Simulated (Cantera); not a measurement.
What does this Cantera script print?

```python
import numpy as np
import cantera as ct

gas_names = """
    CL CL2 Fe FeCL FeCL2 FeCL3 Fe2CL4 Fe2CL6 H HCL H2
""".split()
cond_names = """
    Fe(a) Fe(c) Fe(d) Fe(L) FeCL2(s) FeCL2(L) FeCL3(s) FeCL3(L)
""".split()


# ... load() reads the species with a 1 bar reference pressure and builds the phases ...
atoms = {
    'FeCl3': {'Fe': 1, 'CL': 3},
    'H2': {'H': 2},
}
top_T = {}  # K; cautious upper limits of use, not melting points


# ... equilibrate(T, P, feed) seeds the gas with the atoms and calls Mixture.equilibrate('TP', solver="vcs", rtol=1e-11, max_steps=5000) ...
results = []
feed = {'FeCl3': 1, 'H2': 1.5}  # mol
P = 970  # Pa
for T in [600, 700, 800, 900, 1000, 1100, 1200, 1300, 1400, 1500, 1600, 1700, 1800, 1900]:
    mix = equilibrate(T, P, feed)
    results.append((T, P, feed, dict(zip(mix.species_names, mix.species_moles))))

top = {s: max(r[3][s] / sum(r[3][g] for g in gas_names) for r in results) for s in gas_names}
cols = sorted((s for s in top if top[s] > 0.001), key=lambda s: -top[s])[:6]
seen = [c for c in cond_names if any(r[3].get(c, 0) > 1e-12 for r in results)]
print("log10 of partial pressures in bar; condensed amounts in mol")
print(f"{'T/K':>10s}" + "".join(f"{s[:9]:>10s}" for s in cols + seen))
for T, P, feed, n in results:
    ng = sum(n[g] for g in gas_names)
    print(f"{T:10.4g}" + "".join(f"{np.log10(max(n[s] / ng * P / 1e5, 1e-99)):10.3f}" for s in cols)
          + "".join(f"{n.get(c, 0):10.4g}" for c in seen))
```

Result:

```
log10 of partial pressures in bar; condensed amounts in mol
       T/K       HCL        H2     FeCL2    Fe2CL4        Fe         H     Fe(a)     Fe(c)  FeCL2(s)
       600    -2.314    -2.314    -8.218   -10.331   -31.828   -17.492         0         0         1
       700    -2.314    -2.314    -5.811    -7.333   -24.820   -14.754         0         0    0.9997
       800    -2.319    -2.319    -4.027    -5.119   -19.588   -12.698         0         0    0.9773
       900    -2.237    -2.687    -2.785    -3.681   -16.204   -11.276    0.3771         0         0
      1000    -2.280    -2.647    -2.668    -4.280   -13.827    -9.968    0.3071         0         0
      1100    -2.323    -2.606    -2.611    -4.842   -11.899    -8.890    0.2342         0         0
      1200    -2.361    -2.573    -2.574    -5.330   -10.304    -7.991         0    0.1735         0
      1300    -2.394    -2.548    -2.548    -5.751    -8.962    -7.230         0     0.124         0
      1400    -2.424    -2.528    -2.528    -6.113    -7.815    -6.577         0   0.08302         0
      1500    -2.450    -2.512    -2.512    -6.429    -6.824    -6.011         0   0.04892         0
      1600    -2.473    -2.500    -2.500    -6.706    -5.960    -5.514         0   0.02029         0
      1700    -2.490    -2.492    -2.492    -6.957    -5.213    -5.078         0         0         0
      1800    -2.488    -2.496    -2.496    -7.200    -4.607    -4.694         0         0         0
      1900    -2.479    -2.508    -2.507    -7.433    -4.095    -4.354         0         0         0
```

These are equilibrium values from Cantera (NASA tables, ideal gas, pure condensed phases), not measurements of a reactor.
